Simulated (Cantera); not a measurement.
Input: 1 mol PbO, 2.7 mol CH₄, 0.89 mol H₂, 2.8 mol C, at 85.0 Pa.

Method: chemical equilibrium by Gibbs-energy minimisation in Cantera with the NASA 1993 tables (ideal gas, pure condensed phases). Candidate condensed phases: C, C₆H₆, C₇H₈, C₈H₁₈, H₂O, Pb, PbO, PbO₂, Pb₃O₄; 113 gas species. Rates play no part.

x: gas mole fraction; n: condensed amount in mol.

```json
[
 {"T (K)": "1875", "x H₂": "0.741", "x CO": "0.119", "x Pb": "0.119", "x H": "0.0194", "x C₂H₂ (acetylene)": "0.000235", "n C(graphite)": "4.50"},
 {"T (K)": "1900", "x H₂": "0.738", "x CO": "0.119", "x Pb": "0.119", "x H": "0.0234", "x C₂H₂ (acetylene)": "0.000282", "n C(graphite)": "4.50"},
 {"T (K)": "1925", "x H₂": "0.734", "x CO": "0.119", "x Pb": "0.119", "x H": "(withheld)", "x C₂H₂ (acetylene)": "(withheld)", "n C(graphite)": "4.49"},
 {"T (K)": "1950", "x H₂": "0.729", "x CO": "0.119", "x Pb": "0.119", "x H": "0.0336", "x C₂H₂ (acetylene)": "0.000398", "n C(graphite)": "4.49"},
 {"T (K)": "1975", "x H₂": "0.723", "x CO": "0.118", "x Pb": "0.118", "x H": "0.0399", "x C₂H₂ (acetylene)": "0.000470", "n C(graphite)": "4.49"},
 {"T (K)": "2000", "x H₂": "0.717", "x CO": "0.118", "x Pb": "0.118", "x H": "0.0472", "x C₂H₂ (acetylene)": "0.000551", "n C(graphite)": "4.49"},
 {"T (K)": "2025", "x H₂": "0.709", "x CO": "0.117", "x Pb": "0.117", "x H": "0.0556", "x C₂H₂ (acetylene)": "0.000642", "n C(graphite)": "4.49"},
 {"T (K)": "2050", "x H₂": "0.701", "x CO": "0.117", "x Pb": "0.117", "x H": "0.0651", "x C₂H₂ (acetylene)": "0.000744", "n C(graphite)": "4.49"},
 {"T (K)": "2075", "x H₂": "0.691", "x CO": "0.116", "x Pb": "0.116", "x H": "0.0760", "x C₂H₂ (acetylene)": "0.000857", "n C(graphite)": "4.49"},
 {"T (K)": "2100", "x H₂": "0.680", "x CO": "0.115", "x Pb": "0.115", "x H": "(withheld)", "x C₂H₂ (acetylene)": "(withheld)", "n C(graphite)": "4.48"},
 {"T (K)": "2125", "x H₂": "0.668", "x CO": "0.114", "x Pb": "0.114", "x H": "0.102", "x C₂H₂ (acetylene)": "0.00112", "n C(graphite)": "4.48"},
 {"T (K)": "2150", "x H₂": "0.655", "x CO": "0.114", "x Pb": "0.114", "x H": "0.117", "x C₂H₂ (acetylene)": "0.00127", "n C(graphite)": "4.48"}
]
```

Fill in the missing entries.


- 1925, x H: 0.0281
- 1925, x C₂H₂ (acetylene): 0.000336
- 2100, x H: 0.0881
- 2100, x C₂H₂ (acetylene): 0.000983
